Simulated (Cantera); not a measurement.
# Diamond growth

A diamond (100) surface in a fixed gas of H2 with x(CH4) = 0.0047, x(H) = 0.0032, at 1098 K, 0.0230 bar; coverages are run to steady state.

Computed with Cantera and the Harris–Goodwin 1993 mechanism for the reconstructed diamond (100) surface.

| x(CH3) | growth (µm/h) | θ c6HH | θ c6H* | θ c6*H | θ c6** | θ c6HM |
|---|---|---|---|---|---|---|
| 1e-06 | 0.00845 | 0.516 | 0.0276 | 0.439 | 0.0174 | 5.16e-5 |
| 2.6e-06 | 0.0220 | 0.516 | 0.0276 | 0.439 | 0.0174 | 0.000134 |
| 6.8e-06 | 0.0574 | 0.516 | 0.0276 | 0.439 | 0.0174 | 0.000351 |
| 1.8e-05 | 0.152 | 0.515 | 0.0275 | 0.438 | 0.0174 | 0.000927 |
| 4.6e-05 | 0.387 | 0.514 | 0.0275 | 0.437 | 0.0173 | 0.00236 |
| 0.00012 | 1.00 | 0.511 | 0.0273 | 0.435 | 0.0171 | 0.00611 |
| 0.00031 | 2.53 | 0.504 | 0.0269 | 0.428 | 0.0166 | 0.0155 |
| 0.0008 | 6.21 | 0.487 | 0.0259 | 0.413 | 0.0155 | 0.0380 |
| 0.0021 | 14.4 | 0.449 | 0.0237 | 0.378 | 0.0130 | 0.0887 |
θ: site fractions in the mechanism's names (c6HH fully hydrogenated, c6H* and c6*H radical sites, c6** diradical, c6HM methylated).
